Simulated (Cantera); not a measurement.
A freely propagating, adiabatic, planar premixed flame of 8.40 % CH4, 15.3 % O2, 76.3 % N2, equivalence ratio 1.1, unburnt at 400 K and 4.80 bar; mixture-averaged transport, grid criteria slope 0.08 and curve 0.16, no radiation.

Detailed kinetics in Cantera: GRI-Mech 3.0 (53 species, 325 reactions). Burning velocities carry a grid error of a few per cent, more on coarse grids.

**Question.** Predict: laminar burning velocity; thermal thickness; peak x(CH3); peak x(HCO); peak x(C2H).

**Answer.** 
| Quantity | Result |
|---|---|
| laminar burning velocity | 13.7 cm/s |
| thermal thickness | 0.268 mm |
| peak x(CH3) | 0.000864 |
| peak x(HCO) | 5.20e-6 |
| peak x(C2H) | 1.72e-7 |
